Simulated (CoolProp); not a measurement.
Properties of CH3F (R41) at several states.

Model: reference Helmholtz-energy equation of state, Lemmon 2006, in CoolProp. It is a short technical equation, of lower accuracy than the large ones.

```csv
T (K),p (kPa),phase,density (kg/m³),isothermal compressibility (1/MPa),expansivity (1/kK)
418.7,53.4,gas,0.5228,18.75,2.400
206.3,18.7,gas,0.3732,53.80,4.968
245.4,4250,liquid,772.3,0.003526,3.356
```
